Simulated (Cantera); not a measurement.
Charge: 1 mol TEOS, 0.24 mol O3, at 10000 Pa.

These are equilibrium values from Cantera (NASA tables, ideal gas, pure condensed phases), not measurements of a reactor. Candidate condensed phases: C, C6H6, C7H8, C8H18, H2O, Si, SiC, SiO2; 123 gas species. The feed counts by its element totals alone. Mutual solubility and eutectic melting of coexisting phases are not modelled. The tables hold silica as quartz up to 1696 K and as liquid above; real silica turns to tridymite and cristobalite and melts near 1996 K. Equilibrium is a limit: real reactors are often held back by kinetics, nucleation or transport.

x: gas mole fraction; n: condensed amount in mol.

```
T (K)   x H2   x CO       x H       x SiO     x CH4  n C(graphite)  n SiO2(β-quartz)  n SiC(s)
-----  -----  -----  --------  ----------  --------  -------------  ----------------  --------
1198   0.785  0.214   5.33e-7  (withheld)  0.000988           5.27              1.00         0
1348   0.786  0.214   6.49e-6  (withheld)  0.000360           5.28             1.000         0
1498   0.781  0.219   4.80e-5  (withheld)  0.000158           5.16             0.958    0.0364
1648   0.679  0.320  0.000232  (withheld)   6.18e-5           2.31                 0     0.984
1798   0.678  0.319  0.000917  (withheld)   3.56e-5           2.33                 0     0.974
1948   0.676  0.318   0.00294  (withheld)   2.24e-5           2.35                 0     0.961
2098   0.672  0.316   0.00797  (withheld)   1.49e-5           2.36                 0     0.944
```

What belongs in the gaps?


- 1198, x SiO: 5.01e-10
- 1348, x SiO: 1.02e-6
- 1498, x SiO: 0.000425
- 1648, x SiO: 0.00110
- 1798, x SiO: 0.00176
- 1948, x SiO: 0.00261
- 2098, x SiO: 0.00365
